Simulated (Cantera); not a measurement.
Charge: 1 mol Si3N4, 0.11 mol CO2, 1.6 mol N2, at 270 Pa.

Method: chemical equilibrium by Gibbs-energy minimisation in Cantera with the NASA 1993 tables (ideal gas, pure condensed phases). Candidate condensed phases: C, Si, SiC, SiO2, Si2N2O, Si3N4; 34 gas species. Mutual solubility and eutectic melting of coexisting phases are not modelled. The tables' values for SiN are old estimates; treat these amounts as uncertain. Rates play no part. All values below are at 1527 °C.

Base state: N2 0.941, SiO 0.0521, CO 0.00544, Si 0.00118, Si2N 4.22e-5, SiN 2.63e-5, Si2C 1.25e-5 (mole fractions); condensed: Si(l) + SiC(s).

Question: What changes in the equilibrium state with this change: Si3N4 replaced by Si?

Answer: 
```csv
species,before,after
N2,0.941,0.878
SiO,0.0521,0.109
CO,0.00544,0.0114
Si2N,4.22e-5,4.08e-5
SiN,2.63e-5,2.54e-5
Si,0.00118,0.00118
"Si(l), mol",2.71,0.709
"SiC(s), mol",0.0892,0.0892
```
